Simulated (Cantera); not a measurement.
# Silicon nitride deposition: SiH₂Cl₂ + NH₃

Feed: 1 mol SiH₂Cl₂, 3.1 mol NH₃, at 10000 Pa.

These are equilibrium values from Cantera (NASA tables, ideal gas, pure condensed phases), not measurements of a reactor. Candidate condensed phases: NH₄Cl, Si, Si₃N₄; 28 gas species. The tables' values for SiCl₃, SiCl, SiN are old estimates; treat these amounts as uncertain. Gases not in the tables: Si₂H₆ and higher silanes. Equilibrium is a limit: real reactors are often held back by kinetics, nucleation or transport.

```json
[
 {"T (K)": "700", "x H₂": "0.650", "x HCl": "0.207", "x N₂": "0.128", "x SiCl₂": "<1e-12", "x SiCl₄": "0.0149", "x H": "<1e-12", "x SiCl₃": "2.57e-9", "x Si": "<1e-12", "n Si₃N₄(s)": "0.296", "n Si(l)": "0"},
 {"T (K)": "900", "x H₂": "0.633", "x HCl": "0.238", "x N₂": "0.122", "x SiCl₂": "5.28e-9", "x SiCl₄": "0.00708", "x H": "2.94e-10", "x SiCl₃": "8.86e-7", "x Si": "<1e-12", "n Si₃N₄(s)": "0.315", "n Si(l)": "0"},
 {"T (K)": "1100", "x H₂": "0.626", "x HCl": "0.249", "x N₂": "0.120", "x SiCl₂": "3.76e-6", "x SiCl₄": "0.00395", "x H": "6.47e-8", "x SiCl₃": "3.27e-5", "x Si": "<1e-12", "n Si₃N₄(s)": "0.323", "n Si(l)": "0"},
 {"T (K)": "1300", "x H₂": "0.624", "x HCl": "0.253", "x N₂": "0.120", "x SiCl₂": "0.000329", "x SiCl₄": "0.00247", "x H": "2.76e-6", "x SiCl₃": "0.000370", "x Si": "<1e-12", "n Si₃N₄(s)": "0.325", "n Si(l)": "0"},
 {"T (K)": "1500", "x H₂": "0.627", "x HCl": "0.239", "x N₂": "0.124", "x SiCl₂": "0.00715", "x SiCl₄": "0.00128", "x H": "4.41e-5", "x SiCl₃": "0.00170", "x Si": "2.58e-9", "n Si₃N₄(s)": "0.307", "n Si(l)": "0"},
 {"T (K)": "1700", "x H₂": "0.643", "x HCl": "0.174", "x N₂": "0.142", "x SiCl₂": "0.0385", "x SiCl₄": "0.000230", "x H": "0.000374", "x SiCl₃": "0.00212", "x Si": "1.56e-6", "n Si₃N₄(s)": "0.227", "n Si(l)": "0"},
 {"T (K)": "1900", "x H₂": "0.628", "x HCl": "0.119", "x N₂": "0.189", "x SiCl₂": "0.0607", "x SiCl₄": "2.04e-5", "x H": "0.00199", "x SiCl₃": "0.000958", "x Si": "0.000126", "n Si₃N₄(s)": "0", "n Si(l)": "0.489"},
 {"T (K)": "2100", "x H₂": "0.617", "x HCl": "0.127", "x N₂": "0.188", "x SiCl₂": "0.0558", "x SiCl₄": "3.91e-6", "x H": "0.00774", "x SiCl₃": "0.000469", "x Si": "0.00133", "n Si₃N₄(s)": "0", "n Si(l)": "0.510"}
]
```
x: gas mole fraction; n: condensed amount in mol.

From 700 K to 1700 K the condensed part is Si₃N₄(s). From 1900 K to 2100 K the condensed part is Si(l). The main Si-bearing gas is SiCl₄ at 700 K and SiCl₂ at 2100 K. The share of Si in condensed phases is highest at 1300 K (97.4 %) and lowest at 1900 K (48.9 %).
